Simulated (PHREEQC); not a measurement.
Solution (70 °C): 0.0012 mol NH4HF2, 0.0028 mol H2SiF6 and 0.0068 mol H3PO4 per kg of water. Closed to the air; pH follows from the charge balance.

All values are PHREEQC results (ion-association model, phreeqc.dat), not measurements.

Precipitation was switched off in this run.

### Question
Order these F species by the share of F that they hold, largest first: HF, SiF6-2, HF2-, F-.

### Answer
HF (52 %), SiF6-2 (45 %), F- (3.1 %), HF2- (0.27 %)

The pH is 2.29 and the ionic strength 0.00822 mol/kgw. The solution is supersaturated, for example in Quartz (slow to form), Chalcedony (slow to form), so a real one may precipitate; this is no full list. Constants without temperature data keep their 25 °C values here. SiF6-2 is the database's only silicon fluoride.
